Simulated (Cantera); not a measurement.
Charge: 1 mol Fe(CO)5, 0.13 mol H2, at 10.0 bar.

Method: chemical equilibrium by Gibbs-energy minimisation in Cantera with the NASA 1993 tables (ideal gas, pure condensed phases). Candidate condensed phases: C, C6H6, C7H8, C8H18, Fe, Fe(CO)5, FeO, Fe(OH)2, Fe(OH)3, Fe2O3, Fe3O4, H2O; 114 gas species. Condensed phases not in the tables: cementite and carbon dissolved in iron. Kinetics and transport are ignored.

### Question
At 1273 K, list the 5 most abundant gas species with their mole fractions, and the condensed phases.

### Answer
CO 0.913, CO2 0.0599, H2 0.0242, H2O 0.00263, CH4 5.50e-5. Condensed: C(graphite) + Fe(γ).
